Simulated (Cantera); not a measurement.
Charge: 1 mol Ti, 6.8 mol O₂, 15 mol H₂, 1.5 mol CH₄, at 1948.15 K and 0.000100 bar.

These are equilibrium values from Cantera (NASA tables, ideal gas, pure condensed phases), not measurements of a reactor. Candidate condensed phases: C, C₆H₆, C₇H₈, C₈H₁₈, H₂O, Ti, TiC, TiO, TiO₂, Ti₂O₃, Ti₃O₅, Ti₄O₇; 113 gas species. Kinetics and transport are ignored.

Base state: H₂O 0.470, H₂ 0.376, H 0.0694, CO 0.0574, CO₂ 0.0163, OH 0.00785, O 0.00107, TiO₂ 0.000817 (mole fractions); condensed: TiO₂(rutile).

Task: What changes in the equilibrium state with this change: H₂ from 15 to 1.7 mol?

Result: 
```tsv
species	before	after
H₂O	0.470	0.499
O₂	0.000582	0.233
CO₂	0.0163	0.148
H₂	0.376	0.0199
O	0.00107	0.0215
OH	0.00785	0.0362
H	0.0694	0.0160
CO	0.0574	0.0260
TiO₂	0.000817	0.000817
TiO₂(rutile), mol	0.983	0.993
```
